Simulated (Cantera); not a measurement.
Input (Python, Cantera):

```python
import numpy as np
import cantera as ct

gas = ct.Solution("gri30.yaml")
gas.TPX = 500, 150000, {'CO': 1, 'H2': 0.23, 'CH4': 1, 'O2': 6.38, 'N2': 24}
inlet = ct.Reservoir(gas, clone=True)
gas.equilibrate("HP")  # start burning
reactor = ct.IdealGasConstPressureReactor(gas, energy="on", clone=False)
exhaust = ct.Reservoir(gas, clone=True)
tau = [0.022, 0.011, 0.0053, 0.0026, 0.0013, 0.00064, 0.00031, 0.00015, 7.6e-05, 3.7e-05, 1.8e-05, 9.1e-06][0]
for a, b in ((inlet, reactor), (reactor, exhaust)):
    ct.MassFlowController(a, b, mdot=lambda t: reactor.mass / tau)
net = ct.ReactorNet([reactor])
show = ['CO', 'H2', 'CH4', 'C2H6', 'NO', 'HCN', 'NO2']

rows = []
print(f"{'tau/s':>10s}{'T/K':>9s}" + "".join(f"{s:>11s}" for s in show))
for tau in [0.022, 0.011, 0.0053, 0.0026, 0.0013, 0.00064, 0.00031, 0.00015, 7.6e-05, 3.7e-05, 1.8e-05, 9.1e-06]:
    net.initial_time = 0.0
    net.advance(30 * tau)
    before = gas.X
    net.advance(40 * tau)
    drift = np.max(np.abs(gas.X - before) / (gas.X + 1e-9))
    rows.append([gas.T, *gas[show].X, drift])
    print(f"{tau:10.3e}{gas.T:9.1f}" + "".join(f"{x:11.3e}" for x in gas[show].X))
```

Output:

```
     tau/s      T/K         CO         H2        CH4       C2H6         NO        HCN        NO2
 2.200e-02   1512.9  1.142e-03  7.630e-05  3.861e-05  4.175e-09  2.520e-06  1.001e-09  2.175e-08
 1.100e-02   1505.3  1.859e-03  1.227e-04  6.089e-05  7.032e-09  1.995e-06  1.069e-09  1.560e-08
 5.300e-03   1492.4  3.134e-03  2.025e-04  1.003e-04  1.264e-08  1.512e-06  1.256e-09  1.043e-08
 2.600e-03   1471.1  5.305e-03  3.331e-04  1.704e-04  2.511e-08  1.135e-06  1.666e-09  6.940e-09
 1.300e-03   1433.9  9.241e-03  5.623e-04  3.184e-04  6.611e-08  7.914e-07  2.395e-09  4.564e-09
 6.400e-04    500.0  3.067e-02  7.053e-03  3.067e-02 -6.656e-19 -2.366e-22 -2.234e-23 -2.006e-21
 3.100e-04    500.0  3.067e-02  7.053e-03  3.067e-02 -9.999e-22 -3.555e-25 -3.356e-26 -3.014e-24
 1.500e-04    500.0  3.067e-02  7.053e-03  3.067e-02 -6.316e-23 -2.246e-26 -2.120e-27 -1.904e-25
 7.600e-05    500.0  3.067e-02  7.053e-03  3.067e-02 -3.990e-24 -1.418e-27 -1.339e-28 -1.202e-26
 3.700e-05    500.0  3.067e-02  7.053e-03  3.067e-02 -2.520e-25 -8.960e-29 -8.458e-30 -7.595e-28
 1.800e-05    500.0  3.067e-02  7.053e-03  3.067e-02 -1.592e-26 -5.659e-30 -5.343e-31 -4.798e-29
 9.100e-06    500.0  3.067e-02  7.053e-03  3.067e-02 -1.006e-27 -3.575e-31 -3.375e-32 -3.031e-30
```

Cantera simulation using GRI-Mech 3.0 (53 species, 325 reactions); the numbers are that mechanism's predictions, not measurements.
